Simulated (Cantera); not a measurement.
Mixture: CH4 : C2H6 : C3H8 : O2 : N2 = 1 : 0.047 : 0.32 : 2.69 : 10.1 (molar parts), at 1.01 bar, adiabatic and at constant pressure. Ignition delay is the time to a rise of 400 K.

Detailed kinetics in Cantera: GRI-Mech 3.0 (53 species, 325 reactions). GRI-Mech 3.0 was tuned for natural gas; its chemistry of propane as a main component is partial and can be far from experiment.

Problem. Predict: delay at 1025 K; delay at 1125 K; delay at 1225 K; delay at 1325 K; delay at 1425 K; delay at 1525 K; apparent activation energy between 1325 and 1525 K.

Solution. 
```
Quantity                                                 Value
--------------------------------------------------  ----------
delay at 1025 K                                        0.233 s
delay at 1125 K                                        32.7 ms
delay at 1225 K                                        4.93 ms
delay at 1325 K                                       0.981 ms
delay at 1425 K                                       0.272 ms
delay at 1525 K                                       0.102 ms
apparent activation energy between 1325 and 1525 K  190 kJ/mol
```
